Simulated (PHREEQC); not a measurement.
Solution (46 °C): 2 mol/kgw H2SO4, 1.3 mol/kgw Na2SO4 and 0.059 mol/kgw MgCl2. Closed to the air; pH follows from the charge balance.

The numbers come from PHREEQC with the Pitzer model, pitzer.dat.

### Question
The ionic strength comes out as 4.38 mol/kgw. What activity coefficients do Na+, SO4-2, H+, HSO4-, Mg+2 get?

### Answer
Na+ 0.86, SO4-2 0.0075, H+ 2.4, HSO4- 0.58, Mg+2 1.4. Single-ion values are on the MacInnes scale.

No solid was allowed to form. Complexes and solids missing from the database can't appear. In brines, pH and single-ion activities rest on the MacInnes convention. Away from 25 °C the constants follow the database's enthalpies or fits; those with neither stay at their 25 °C values.
